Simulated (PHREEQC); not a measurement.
**Leach liquor**

Solution (25 °C): 0.062 mol H2SO4, 0.00046 mol Li2SO4 and 4.8e-05 mol MnSO4 per kg of water. Closed to the air; pH follows from the charge balance.

The numbers come from PHREEQC with the ion-association model, phreeqc.dat.

| Quantity | Result |
|---|---|
| pH | 1.20 |
| ionic strength | 0.0937 mol/kgw |
| specific conductance | 26300 µS/cm |
| density | 1.001 g/cm³ |
| total alkalinity | -124 meq/kg |

```tsv
species	molality	activity	log γ
H+	0.0771	0.0638	-0.082
HSO4-	0.0469	0.0368	-0.105
SO4-2	0.0156	0.00593	-0.419
Li+	0.000896	0.000716	-0.097
Mn+2	3.38e-5	1.38e-5	-0.389
LiSO4-	2.36e-5	1.86e-5	-0.104
```

This is a speciation only: nothing precipitates in the calculation.
